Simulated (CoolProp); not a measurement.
A closed Brayton cycle with carbon dioxide: compressor inlet 326.15 K and 9.3 MPa, high pressure 19.2 MPa, turbine inlet 880 K, compressor efficiency 0.85, turbine efficiency 0.93, recuperator effectiveness 0.8 (on enthalpy, no pinch check). Each further row changes one setting.

Computed with CoolProp (reference Helmholtz-energy equation of state, Span 1996).

| case | thermal efficiency (%) | net work (kJ/kg) | compressor to turbine work | compressor exit (K) | turbine exit (K) |
|---|---|---|---|---|---|
| as stated | (withheld) | 75.7 | 0.30 | 381.3 | 785.8 |
| turbine inlet 830 K | 26.8 | 69.0 | 0.32 | 381.3 | 739.2 |
| compressor inlet 336.15 K | 27.0 | 70.2 | 0.35 | (withheld) | 785.8 |
| high pressure 16.3 MPa | 24.2 | (withheld) | 0.28 | 368.6 | 806.6 |
| recuperator effectiveness 0.5 | (withheld) | 75.7 | 0.30 | 381.3 | 785.8 |

Problem. Fill in the missing entries.

Solution. 
- as stated, thermal efficiency (%): 27.5
- compressor inlet 336.15 K, compressor exit (K): 397.8
- high pressure 16.3 MPa, net work (kJ/kg): 60.6
- recuperator effectiveness 0.5, thermal efficiency (%): 18.1
